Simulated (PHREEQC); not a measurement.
0.067 g of hydrous ferric oxide (600 m²/g; 0.2 weak and 0.005 strong sites per Fe, Dzombak-Morel constants, diffuse double layer) in 1 kg of water with 0.01 mol/kgw of an inert sodium salt and 1e-06 mol BaCl2, 0.00023 mol ZnCl2 and 8.9e-06 mol ZnSO4, at 25 °C; the pH is set by adding NaOH or the inert anion's acid. Oxygen is held at 0.21 atm. No CO2 enters from the air. Precipitation was switched off in this run.

The series has 13 steps of pH, from 3 to 9.

Computed with PHREEQC (ion-association model, wateq4f.dat).

Task: Near which pH is half of the S sorbed, and on which side is more sorbed?

Result: Near pH 6.3, with more sorbed at lower pH.

Along this series the solution becomes supersaturated in solids that the run did not let form, among them Zincite(c), Zn4(OH)6SO4, Zn5(OH)8Cl2. The oxide is taken as insoluble; below pH 4 it would dissolve.
